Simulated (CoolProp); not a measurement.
Dry air at 83.47 K and 0.0988 MPa is throttled through a valve to 0.0638 MPa with no heat exchange. Each further row changes one setting.

Model: reference Helmholtz-energy equation of state, Lemmon 2000, in CoolProp. It is a pseudo-pure fit of the blend.

```
case                        temperature change (K)  final density (kg/m³)
--------------------------  ----------------------  ---------------------
as stated                                     -0.9                   2.76
outlet pressure 0.0191 MPa                    -2.1                  0.824
outlet pressure 0.0829 MPa                    -0.4                   3.59
```
